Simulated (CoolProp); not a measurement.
n-perfluorobutane along the isotherm 450 K: fugacity coefficient from the reference equation and from simpler models built on Tc = 386.3 K, pc = 2.322 MPa, ω = 0.372; each cubic takes its own stable root.

Model: reference Helmholtz-energy equation of state, Gao 2022, in CoolProp.

```csv
p (MPa),phase,reference,van der Waals,Soave-Redlich-Kwong,Peng-Robinson
0.625,gas,0.9510,0.9456,0.9496,0.9415
1.25,gas,0.9027,0.8919,0.9009,0.8859
1.88,gas,0.8550,0.8381,0.8538,0.8330
2.5,supercritical,0.8091,0.7854,0.8092,0.7839
3.12,supercritical,0.7647,0.7326,0.7668,0.7379
3.75,supercritical,0.7217,0.6794,0.7262,0.6946
4.38,supercritical,0.6812,0.6307,0.6887,0.6552
5,supercritical,0.6447,0.5910,0.6555,0.6206
5.62,supercritical,0.6121,0.5590,0.6263,0.5903
6.25,supercritical,0.5833,0.5329,0.6006,0.5637
6.88,supercritical,0.5585,0.5119,0.5786,0.5409
7.5,supercritical,0.5378,0.4950,0.5601,0.5215
8.12,supercritical,0.5200,0.4813,0.5443,0.5049
8.75,supercritical,0.5046,0.4700,0.5306,0.4903
9.38,supercritical,0.4914,0.4608,0.5189,0.4776
10,supercritical,0.4803,0.4535,0.5091,0.4669
```
